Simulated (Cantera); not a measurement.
**Transport properties of process gases**

Gas mixture: CO = 0.49 (molar parts), at 9.87 atm, frozen composition.

Cantera's kinetic-theory transport with the Lennard-Jones parameters of GRI-Mech 3.0, ideal gas; thermal conductivity in the multicomponent form.

```csv
T (K),ρ (kg/m³),cp (J/kg/K),μ (µPa s),λ (mW/m/K),Pr,D (cm²/s) CH3,D (cm²/s) OH,D (cm²/s) N2
400,8.42,1049,22.0,31.9,0.722,0.0377,0.0525,0.0346
500,6.74,1064,25.7,38.0,0.720,0.0555,0.0769,0.0507
600,5.61,1086,29.1,44.0,0.718,0.0758,0.105,0.0691
700,4.81,1112,32.3,50.0,0.717,0.0985,0.135,0.0896
800,4.21,1139,35.2,56.0,0.717,0.123,0.169,0.112
900,3.74,1164,38.1,61.9,0.716,0.150,0.206,0.137
1000,3.37,1184,40.8,67.5,0.716,0.180,0.246,0.163
1100,3.06,1203,43.4,73.0,0.715,0.211,0.288,0.191
1200,2.81,1219,45.9,78.3,0.715,0.243,0.333,0.221
```
D: mixture-averaged diffusion coefficient of that species in the mixture.
